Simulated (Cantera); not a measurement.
Input: 1 mol Al(CH3)3, 6.2 mol N2O, 2 mol H2, held at 435 Torr.

Equilibrium computed with Cantera from the NASA thermochemical tables; the gas is ideal and each condensed phase is pure. Candidate condensed phases: Al, AlN, Al2O3, C, C6H6, C7H8, C8H18, H2O; 148 gas species. The feed counts by its element totals alone. Gases not in the tables: Al(OH)3. Rates play no part. All values below are at 1473 K.

Base state: N2 0.395, H2 0.325, CO 0.172, H2O 0.0892, CO2 0.0191 (mole fractions); condensed: Al2O3(s).

Problem. What changes in the equilibrium state with this change: N2O from 6.2 to 40 mol?

Solution. 
```tsv
species	before	after
N2	0.395	0.640
O2	<1e-9	0.207
H2O	0.0892	0.104
H2	0.325	3.92e-7
CO	0.172	4.48e-7
CO2	0.0191	0.0480
NO	<1e-9	0.000958
OH	6.77e-8	7.17e-5
Al2O3(s), mol	0.500	0.500
```
